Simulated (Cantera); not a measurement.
What does this Cantera script print?

```python
import numpy as np
import cantera as ct

gas_names = """
    H H2 N NH NH2 NH3 N2 N2H2 N2H4 Si SiH SiH2 SiH3 SiH4 SiN Si2 Si2N Si3
""".split()
cond_names = """
    Si(cr) Si(L) Si3N4(a)
""".split()


def load(file, names, dense=False):
    # The tables refer to 1 bar. Condensed volumes are neglected.
    table = {s.name: s for s in ct.Species.list_from_file(file)}
    out = []
    for n in names:
        d = dict(table[n].input_data)
        d["thermo"] = dict(d["thermo"], **{"reference-pressure": 1e5})
        if dense:
            d["equation-of-state"] = {"model": "constant-volume", "density": "1e6 g/cm^3"}
        out.append(ct.Species.from_dict(d))
    return out


gas = ct.Solution(thermo="ideal-gas", species=load("nasa_gas.yaml", gas_names))
cond = {s.name: ct.Solution(thermo="fixed-stoichiometry", species=[s], name=s.name)
        for s in load("nasa_condensed.yaml", cond_names, dense=True)}
atoms = {
    'Si3N4': {'Si': 3, 'N': 4},
    'H2': {'H': 2},
    'N2': {'N': 2},
}
top_T = {'Si3N4(a)': 2400}  # K; cautious upper limits of use, not melting points


def equilibrate(T, P, feed):
    n = {}
    for name, mol in feed.items():
        for a, k in atoms[name].items():
            n[a] = n.get(a, 0.0) + k * mol
    gas.TPX = T, P, n
    mass = sum(n.values()) * gas.mean_molecular_weight
    gas.equilibrate("TP")
    valid = [c for c in cond.values() if c.min_temp <= T <= top_T.get(c.name, c.max_temp)]
    mix = ct.Mixture([(gas, mass / gas.mean_molecular_weight)] + [(c, 0.0) for c in valid])
    mix.T, mix.P = T, P
    mix.equilibrate("TP", solver="vcs", rtol=1e-11, max_steps=5000)
    return mix


results = []
T = 2000  # K
P = 1.8  # Pa
for m in [13, 18, 25, 35, 50, 71, 100, 140, 200, 280, 400, 570]:
    feed = {'Si3N4': 1, 'H2': m, 'N2': 22}  # mol
    mix = equilibrate(T, P, feed)
    results.append((T, P, feed, dict(zip(mix.species_names, mix.species_moles))))

top = {s: max(r[3][s] / sum(r[3][g] for g in gas_names) for r in results) for s in gas_names}
cols = sorted((s for s in top if top[s] > 1e-06), key=lambda s: -top[s])[:7]
seen = [c for c in cond_names if any(r[3].get(c, 0) > 1e-12 for r in results)]
print("log10 of partial pressures in bar; condensed amounts in mol")
print(f"{'n(H2)':>10s}" + "".join(f"{s[:9]:>10s}" for s in cols + seen))
for T, P, feed, n in results:
    ng = sum(n[g] for g in gas_names)
    print(f"{feed['H2']:10.4g}" + "".join(f"{np.log10(max(n[s] / ng * P / 1e5, 1e-99)):10.3f}" for s in cols)
          + "".join(f"{n.get(c, 0):10.4g}" for c in seen))
```

Result:

```
log10 of partial pressures in bar; condensed amounts in mol
     n(H2)        H2        N2         H        Si       SiH       SiN       Si2
        13    -5.425    -5.006    -5.501    -5.911    -8.792    -8.998    -9.445
        18    -5.326    -5.063    -5.452    -5.967    -8.798    -9.083    -9.557
        25    -5.239    -5.130    -5.408    -6.035    -8.823    -9.184    -9.693
        35    -5.165    -5.211    -5.371    -6.116    -8.867    -9.306    -9.855
        50    -5.102    -5.310    -5.340    -6.214    -8.934    -9.454   -10.052
        71    -5.052    -5.418    -5.315    -6.323    -9.017    -9.616   -10.269
       100    -5.015    -5.534    -5.296    -6.438    -9.114    -9.790   -10.500
       140    -4.987    -5.655    -5.283    -6.559    -9.222    -9.972   -10.742
       200    -4.966    -5.790    -5.272    -6.695    -9.346   -10.174   -11.013
       280    -4.950    -5.923    -5.264    -6.827    -9.471   -10.373   -11.278
       400    -4.939    -6.067    -5.258    -6.971    -9.609   -10.590   -11.566
       570    -4.930    -6.214    -5.254    -7.118    -9.751   -10.809   -11.859
```

Method: chemical equilibrium by Gibbs-energy minimisation in Cantera with the NASA 1993 tables (ideal gas, pure condensed phases). The tables' values for SiN are old estimates; treat these amounts as uncertain.
